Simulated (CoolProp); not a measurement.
CHF3 (R23) along the isotherm 208 K: density (kg/m³) from the reference equation and from simpler models built on Tc = 299.3 K, pc = 48.32 bar, ω = 0.263; each cubic takes its own stable root.

Model: reference Helmholtz-energy equation of state, Penoncello 2003, in CoolProp.

```json
[
 {"p (bar)": "10.1", "phase": "liquid", "reference": "1382"},
 {"p (bar)": "20.1", "phase": "liquid", "reference": "1385"},
 {"p (bar)": "30.2", "phase": "liquid", "reference": "1388"},
 {"p (bar)": "40.3", "phase": "liquid", "reference": "1391"},
 {"p (bar)": "50.3", "phase": "liquid", "reference": "1394"},
 {"p (bar)": "60.4", "phase": "liquid", "reference": "1397"},
 {"p (bar)": "70.5", "phase": "liquid", "reference": "1400"},
 {"p (bar)": "80.5", "phase": "liquid", "reference": "1403"},
 {"p (bar)": "90.6", "phase": "liquid", "reference": "1406"},
 {"p (bar)": "101", "phase": "liquid", "reference": "1409"},
 {"p (bar)": "111", "phase": "liquid", "reference": "1412"},
 {"p (bar)": "121", "phase": "liquid", "reference": "1414"}
]
```

### Question
How far does each simpler model (Soave-Redlich-Kwong, Peng-Robinson) lie from the reference over these 12 states: mean and median of the absolute difference, and the worst?

### Answer
- Soave-Redlich-Kwong: mean 14.1 %, median 14.1 %, worst -14.5 % at 208 K and 10.1 bar
- Peng-Robinson: mean 3.0 %, median 3.0 %, worst -3.3 % at 208 K and 10.1 bar
